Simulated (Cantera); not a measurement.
**Hydrogen reduction and annealing atmospheres: Cr2O3 + H2 + H2O**

Charge: 1 mol Cr2O3, 29 mol H2, 0.26 mol H2O, at 10.0 mbar.

Method: chemical equilibrium by Gibbs-energy minimisation in Cantera with the NASA 1993 tables (ideal gas, pure condensed phases). Candidate condensed phases: Cr, Cr2O3, H2O; 13 gas species. The numbers say what is thermodynamically allowed, not how fast it happens.

From 1175 K to 2075 K the condensed part is Cr2O3(s). At 2175 K nothing is condensed.

| T (K) | x H2 | x H2O | x Cr | x H | n Cr2O3(s) |
|---|---|---|---|---|---|
| 1175 | 0.991 | 0.00889 | 8.47e-12 | 1.22e-6 | 1.00 |
| 1275 | 0.991 | 0.00889 | 8.69e-10 | 7.34e-6 | 1.00 |
| 1375 | 0.991 | 0.00889 | 4.48e-8 | 3.41e-5 | 1.000 |
| 1475 | 0.991 | 0.00889 | 1.33e-6 | 0.000129 | 1.000 |
| 1575 | 0.991 | 0.00892 | 2.53e-5 | 0.000414 | 1.000 |
| 1675 | 0.989 | 0.00935 | 0.000314 | 0.00115 | 0.995 |
| 1775 | 0.983 | 0.0120 | 0.00210 | 0.00287 | 0.969 |
| 1875 | 0.966 | 0.0199 | 0.00738 | 0.00644 | 0.889 |
| 1975 | 0.932 | 0.0358 | 0.0180 | 0.0132 | 0.723 |
| 2075 | 0.874 | 0.0632 | 0.0360 | 0.0249 | 0.415 |
| 2175 | 0.798 | 0.0953 | 0.0568 | 0.0436 | 0 |
x: gas mole fraction; n: condensed amount in mol.
